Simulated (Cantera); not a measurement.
A Cantera script and its output.

```python
import numpy as np
import cantera as ct

surf = ct.Interface("ptcombust.yaml", "Pt_surf")
gas = surf.adjacent["gas"]
gas.TPX = 300, 3200, {'H2': 0.017, 'O2': 0.097, 'N2': 0.79}
jet = ct.ImpingingJet(gas=gas, width=0.066, surface=surf)
jet.inlet.mdot, jet.inlet.T, jet.inlet.X = 0.19, 300, {'H2': 0.017, 'O2': 0.097, 'N2': 0.79}
jet.set_refine_criteria(ratio=10, slope=0.2, curve=0.3)
show, cover = ['H2', 'O2', 'H2O', 'OH'], ["PT(S)", "H(S)", "O(S)", "OH(S)", "CO(S)", "C(S)"]

rows = []
print(f"{'Ts/K':>7s}" + "".join(f"{s:>11s}" for s in show + cover) + "   (gas at the wall, coverages)")
for i, Ts in enumerate([600, 650, 700, 750, 800, 850]):
    jet.surface.T = Ts
    if i == 0:
        surf.TP = Ts, 3200
        surf.coverages = "PT(S):0.5, O(S):0.5"
        surf.advance_coverages(1.0)
        jet.set_initial_guess(products="inlet")
    jet.solve(loglevel=0, auto=(i == 0))
    rows.append([*(jet.X[gas.species_index(s), -1] for s in show), *surf[cover].coverages])
    print(f"{Ts:7g}" + "".join(f"{x:11.3e}" for x in rows[-1]))
```

It prints:

```
   Ts/K         H2         O2        H2O         OH      PT(S)       H(S)       O(S)      OH(S)      CO(S)       C(S)   (gas at the wall, coverages)
    600  4.539e-03  9.183e-02  2.798e-02  1.337e-12  8.119e-02  1.352e-09  9.152e-01  3.624e-03 -7.167e-24 -1.547e-27
    650  4.509e-03  9.187e-02  2.781e-02  1.721e-11  8.541e-02  2.071e-09  9.122e-01  2.429e-03  4.184e-18  7.279e-32
    700  4.362e-03  9.178e-02  2.790e-02  1.508e-10  9.271e-02  3.520e-09  9.055e-01  1.747e-03  6.625e-18  3.975e-27
    750  3.871e-03  9.131e-02  2.866e-02  9.472e-10  1.120e-01  7.109e-09  8.866e-01  1.393e-03  9.811e-22 -1.935e-27
    800  3.115e-03  9.056e-02  2.994e-02  4.456e-09  1.509e-01  1.683e-08  8.479e-01  1.210e-03  1.028e-18  1.171e-31
    850  2.452e-03  8.991e-02  3.104e-02  1.670e-08  2.060e-01  3.988e-08  7.929e-01  1.078e-03  1.777e-21  7.297e-26
```

Computed with Cantera and Deutschmann's 1995 Pt surface mechanism with GRI-Mech 3.0 gas chemistry. Catalytic surfaces can have several steady states; this one follows from the mechanism file's or the stated starting coverage.
